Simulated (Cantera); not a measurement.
An isothermal, constant-pressure homogeneous reactor starts with H₂ : O₂ : N₂ = 1.2 : 1 : 1 (molar parts), equivalence ratio 0.60, at 1223 K and 1.00 bar.

Model: the H2/O2 subset of GRI-Mech 3.0, which has no nitrogen chemistry, integrated in Cantera. The temperature is held fixed by assumption; the heat of reaction is taken as removed at once.

x: mole fraction; the columns are a selection and need not sum to one.

```
t (s)         x H₂   x O₂  x H₂O      x OH       x H
--------  --------  -----  -----  --------  --------
8.00e-5    0.00554  0.156  0.454  0.000727  0.000142
0.000220   0.00207  0.155  0.459  0.000178   1.17e-5
0.000606       ___  0.154  0.460       ___       ___
0.00167   0.000332  0.154  0.461   3.49e-5   3.68e-7
0.00459    6.79e-5  0.154  0.461   2.15e-5   4.79e-8
0.0126         ___  0.154  0.462       ___       ___
0.0348     4.16e-8  0.154  0.462   1.20e-5  9.86e-11
0.0959     2.53e-8  0.154  0.462   9.05e-6  5.48e-11
0.264      2.41e-8  0.154  0.462   8.14e-6  4.72e-11
0.727      2.41e-8  0.154  0.462   8.11e-6  4.70e-11
2.00       2.41e-8  0.154  0.462   8.11e-6  4.70e-11
```

### Question
Complete the blanks.

### Answer

- 0.000606, x H₂: 0.000913
- 0.000606, x OH: 6.67e-5
- 0.000606, x H: 1.90e-6
- 0.0126, x H₂: 3.51e-6
- 0.0126, x OH: 1.60e-5
- 0.0126, x H: 2.03e-9
